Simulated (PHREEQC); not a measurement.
Dissolve 0.06 mol/kgw ZnSO4, 0.26 mol/kgw KCl and 0.069 mol/kgw H2SO4 at 25 °C. Closed to the air; pH follows from the charge balance.

The numbers come from PHREEQC with the ion-association model, phreeqc.dat.

Precipitation was switched off in this run.

Problem. Estimate the pH, ionic strength.

Solution. pH 1.23; ionic strength 0.483 mol/kgw.

Problem. In which forms is S present?

Solution. HSO4- 47 %, SO4-2 29 %, ZnSO4 10 %, KSO4- 9.6 %, Zn(SO4)2-2 4.9 % of the S.

Species that the database lacks are ignored.
